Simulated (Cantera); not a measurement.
Input: 1 mol CCl₄, a varied amount of F₂, held at 2250 °C and 0.133 bar.

Equilibrium computed with Cantera from the NASA thermochemical tables; the gas is ideal and each condensed phase is pure. Candidate condensed phases: C; 27 gas species. Gases not in the tables: C₂F₆ and larger saturated fluorocarbons. The numbers say what is thermodynamically allowed, not how fast it happens.

x: gas mole fraction; n: condensed amount in mol.

```json
[
 {"n(F₂) (mol)": "0.34", "x Cl": "0.888", "x F": "0.0569", "x CF₂": "0.0417", "x CF₄": "0.00205", "x Cl₂": "___", "x CF₃": "0.000752", "n C(graphite)": "0.793"},
 {"n(F₂) (mol)": "0.68", "x Cl": "0.819", "x F": "0.0793", "x CF₂": "0.0813", "x CF₄": "0.00776", "x Cl₂": "___", "x CF₃": "0.00205", "n C(graphite)": "0.548"},
 {"n(F₂) (mol)": "1", "x Cl": "0.767", "x F": "0.0930", "x CF₂": "0.112", "x CF₄": "0.0147", "x Cl₂": "___", "x CF₃": "0.00329", "n C(graphite)": "0.317"},
 {"n(F₂) (mol)": "1.4", "x Cl": "0.713", "x F": "0.105", "x CF₂": "0.143", "x CF₄": "0.0240", "x Cl₂": "___", "x CF₃": "0.00477", "n C(graphite)": "0.0294"},
 {"n(F₂) (mol)": "1.7", "x Cl": "0.672", "x F": "0.150", "x CF₂": "0.121", "x CF₄": "0.0416", "x Cl₂": "___", "x CF₃": "0.00577", "n C(graphite)": "0"},
 {"n(F₂) (mol)": "2", "x Cl": "0.633", "x F": "0.199", "x CF₂": "0.0956", "x CF₄": "0.0577", "x Cl₂": "___", "x CF₃": "0.00605", "n C(graphite)": "0"},
 {"n(F₂) (mol)": "2.4", "x Cl": "0.583", "x F": "0.263", "x CF₂": "0.0691", "x CF₄": "0.0723", "x Cl₂": "___", "x CF₃": "0.00576", "n C(graphite)": "0"}
]
```

Q: Some entries are withheld; supply them.

A: 
- 0.34, x Cl₂: 0.00801
- 0.68, x Cl₂: 0.00681
- 1, x Cl₂: 0.00597
- 1.4, x Cl₂: 0.00516
- 1.7, x Cl₂: 0.00460
- 2, x Cl₂: 0.00408
- 2.4, x Cl₂: 0.00346
